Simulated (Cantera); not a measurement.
A closed system holds: 1 mol SiCl4, 0.71 mol Cl2, 3.9 mol H2, at 402 °C and 58000 Pa.

Cantera equilibrium calculation (NASA polynomials, part measured and part estimated; ideal gas, pure solids and liquids). Candidate condensed phases: Si; 19 gas species. Rates play no part.

Base state: H2 0.569, HCl 0.253, SiCl4 0.178, SiHCl3 5.25e-5 (mole fractions); condensed: gas only.

Question: What changes in the equilibrium state with this change: temperature from 402 °C to 752 °C?

Answer: 
| species | before | after |
|---|---|---|
| H2 | 0.569 | 0.565 |
| HCl | 0.253 | 0.257 |
| SiCl4 | 0.178 | 0.175 |
| SiCl3 | 3.18e-9 | 0.000138 |
| SiHCl3 | 5.25e-5 | 0.00331 |
The tables' values for SiCl3 are old estimates; treat these amounts as uncertain.

Question: What changes in the equilibrium state with this change: SiCl4 replaced by Si?

Answer: 
| species | before | after |
|---|---|---|
| H2 | 0.569 | 0.906 |
| SiCl4 | 0.178 | 0.0564 |
| SiHCl3 | 5.25e-5 | 0.0362 |
| HCl | 0.253 | 0.000185 |
| SiH2Cl2 | <1e-9 | 0.00144 |
| SiH3Cl | <1e-9 | 1.20e-5 |
| Si(s), mol | 0 | 0.604 |

Question: What changes in the equilibrium state with this change: temperature from 402 °C to 900 °C?

Answer: 
```csv
species,before,after
H2,0.569,0.559
HCl,0.253,0.263
SiCl4,0.178,0.168
SiCl3,3.18e-9,0.00168
SiCl2,<1e-9,0.000166
SiH2Cl2,<1e-9,5.25e-5
SiHCl3,5.25e-5,0.00830
```
The tables' values for SiCl3 are old estimates; treat these amounts as uncertain.
